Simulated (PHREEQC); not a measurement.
**Metal-bearing waste water**

Solution (20 °C): 1.7 mmol/kgw Al2(SO4)3, 13 mmol/kgw CuCl2, 0.84 mmol/kgw HCl and 48 mmol/kgw Na2SO4. Closed to the air; pH follows from the charge balance.

All values are PHREEQC results (ion-association model, wateq4f.dat), not measurements.

This is a speciation only: nothing precipitates in the calculation.

Estimate the pH, ionic strength.

pH 3.50; ionic strength 0.154 mol/kgw.

In which forms is Al present?

AlSO4+ 66 %, Al(SO4)2- 25 %, Al+3 9.2 % of the Al.

Species that the database lacks are ignored.
